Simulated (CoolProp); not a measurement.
Model: reference Helmholtz-energy equation of state, Lemmon 2016, in CoolProp.

### Question
Give the vapour pressure (bar), vapour density (kg/m³), enthalpy of vaporisation (kJ/kg), surface tension (mN/m) of saturated R227EA at -50.05, -34.95, 85.75 °C.

### Answer
```csv
T (°C),p (bar),vapour density (kg/m³),enthalpy of vaporisation (kJ/kg),surface tension (mN/m)
-50.05,0.180,1.68,145,16.4
-34.95,0.420,3.71,139,14.4
85.75,21.0,211,60.1,0.972
```

Surface tension comes from a separate correlation (Mulero 2012).
